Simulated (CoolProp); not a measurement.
R245ca along the isobar 3.03 MPa: fugacity coefficient from the reference equation and from simpler models built on Tc = 447.6 K, pc = 3.941 MPa, ω = 0.355; each cubic takes its own stable root.

Computed with CoolProp (reference Helmholtz-energy equation of state, Zhou 2016).

```json
[
 {"T (K)": "322.1", "phase": "liquid", "reference": "0.07991", "van der Waals": "0.2913", "Peng-Robinson": "0.07976"},
 {"T (K)": "327.4", "phase": "liquid", "reference": "0.09346", "van der Waals": "0.3117", "Peng-Robinson": "0.09325"},
 {"T (K)": "332.6", "phase": "liquid", "reference": "0.1082", "van der Waals": "0.3323", "Peng-Robinson": "0.1080"},
 {"T (K)": "337.8", "phase": "liquid", "reference": "0.1246", "van der Waals": "0.3534", "Peng-Robinson": "0.1243"},
 {"T (K)": "343.1", "phase": "liquid", "reference": "0.1429", "van der Waals": "0.3755", "Peng-Robinson": "0.1426"},
 {"T (K)": "348.3", "phase": "liquid", "reference": "0.1625", "van der Waals": "0.3976", "Peng-Robinson": "0.1623"},
 {"T (K)": "353.5", "phase": "liquid", "reference": "0.1838", "van der Waals": "0.4202", "Peng-Robinson": "0.1836"},
 {"T (K)": "358.8", "phase": "liquid", "reference": "0.2073", "van der Waals": "0.4437", "Peng-Robinson": "0.2072"},
 {"T (K)": "364", "phase": "liquid", "reference": "0.2321", "van der Waals": "0.4672", "Peng-Robinson": "0.2321"},
 {"T (K)": "369.3", "phase": "liquid", "reference": "0.2592", "van der Waals": "0.4914", "Peng-Robinson": "0.2592"},
 {"T (K)": "374.5", "phase": "liquid", "reference": "0.2875", "van der Waals": "0.5155", "Peng-Robinson": "0.2876"},
 {"T (K)": "379.7", "phase": "liquid", "reference": "0.3175", "van der Waals": "0.5398", "Peng-Robinson": "0.3177"},
 {"T (K)": "385", "phase": "liquid", "reference": "0.3498", "van der Waals": "0.5648", "Peng-Robinson": "0.3501"}
]
```
